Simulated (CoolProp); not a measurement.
c-C4F8 (RC318) at 298.15 K and 0.0442 MPa is compressed adiabatically to 0.283 MPa with isentropic efficiency 0.7. Each further row changes one setting.

Values from CoolProp's reference Helmholtz-energy equation of state, Platzer 1990. This equation is an older, rougher fit.

| case | work (kJ/kg) | final temperature (K) | final density (kg/m³) |
|---|---|---|---|
| as stated | 33.5 | 341.8 | 21.1 |
| efficiency 1 | 23.5 | 330.1 | 22.0 |
| efficiency 0.65 | 36.1 | 344.8 | 20.8 |
